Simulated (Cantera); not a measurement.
Charge: 1 mol PbI2, 2.2 mol N2, equilibrated at 1798 K and 16.5 Torr.

Cantera equilibrium calculation (NASA polynomials, part measured and part estimated; ideal gas, pure solids and liquids). The numbers say what is thermodynamically allowed, not how fast it happens.

```json
[
 {"species": "N2", "before": "0.441", "after": "0.453"},
 {"species": "I", "before": "0.358", "after": "0.340"},
 {"species": "Pb", "before": "0.161", "after": "0.143"},
 {"species": "PbI", "before": "0.0370", "after": "0.0552"},
 {"species": "PbI2", "before": "0.00299", "after": "0.00787"},
 {"species": "I2", "before": "0.000235", "after": "0.000331"}
]
```
Gas species are given as mole fractions.

Q: What was changed between the two runs?
A) N2 from 2.2 to 20 mol
B) pressure from 16.5 Torr to 0.000825 Torr
C) temperature from 1798 K to 1725 K
D) pressure from 16.5 Torr to 1.50 Torr

A: C, temperature from 1798 K to 1725 K
